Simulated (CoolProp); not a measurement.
A single-stage vapour-compression cycle with hydrogen sulfide: evaporating at 262.15 K (dew point), condensing at 285.15 K (bubble point), superheat 10 K, subcooling 8 K, compressor efficiency 0.85, no pressure losses. Each further row changes one setting.

The numbers come from the reference Helmholtz-energy equation of state, Lemmon 2006 in CoolProp. It is a short technical equation, of lower accuracy than the large ones.

| case | cooling COP | pressure ratio | discharge temperature (K) | refrigerating effect (kJ/kg) | volumetric capacity (kJ/m³) |
|---|---|---|---|---|---|
| as stated | 8.79 | 1.96 | 329.3 | 461 | 5560 |
| evaporating temperature 267.15 K | 11.6 | 1.68 | 320.9 | 464 | 6490 |
| condensing temperature 280.15 K | 11.5 | 1.71 | 317.0 | 472 | 5690 |
| subcooling 13 K | 8.99 | 1.96 | 329.3 | 471 | 5690 |
| superheat 20 K | 8.60 | 1.96 | 341.3 | 472 | 5440 |
| compressor efficiency 0.75 | 7.75 | 1.96 | 335.3 | 461 | 5560 |
